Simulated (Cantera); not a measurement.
**Iron carbonyl, mercury and lead vapours: Fe(CO)5 + H2 + CO**

A closed system holds: 1 mol Fe(CO)5, 13 mol H2, 7 mol CO, held at 460 Pa.

These are equilibrium values from Cantera (NASA tables, ideal gas, pure condensed phases), not measurements of a reactor. Candidate condensed phases: C, C6H6, C7H8, C8H18, Fe, Fe(CO)5, FeO, Fe(OH)2, Fe(OH)3, Fe2O3, Fe3O4, H2O; 114 gas species. Condensed phases not in the tables: cementite and carbon dissolved in iron. Rates play no part.

```tsv
T (K)	x H2	x CO	x CO2	x H2O	x CH4	n C(graphite)	n Fe(α)	n Fe(γ)
850	0.525	0.446	0.0197	0.00761	0.000790	0.646	1.00	0
900	0.521	0.470	0.00568	0.00274	0.000390	0.199	1.00	0
950	0.520	0.477	0.00175	0.00107	0.000209	0.0650	1.00	0
1000	0.520	0.479	0.000599	0.000453	0.000119	0.0233	1.00	0
1050	0.520	0.480	0.000226	0.000208	7.12e-5	0.00907	1.00	0
1100	0.520	0.480	9.35e-5	0.000103	4.46e-5	0.00379	1.00	0
1150	0.520	0.480	4.18e-5	5.38e-5	2.91e-5	0.00166	1.00	0
1200	0.520	0.480	2.00e-5	2.98e-5	1.96e-5	0	0	1.00
1250	0.520	0.480	1.02e-5	1.73e-5	1.37e-5	0	0	1.000
1300	0.520	0.480	5.48e-6	1.05e-5	9.78e-6	0	0	1.000
1350	0.520	0.480	3.09e-6	6.58e-6	7.17e-6	0	0	1.000
1400	0.520	0.480	2.05e-6	4.81e-6	4.77e-6	0	0	1.000
```
x: gas mole fraction; n: condensed amount in mol.

From 850 K to 1150 K the condensed part is C(graphite) + Fe(α). From 1200 K to 1400 K the condensed part is Fe(γ).
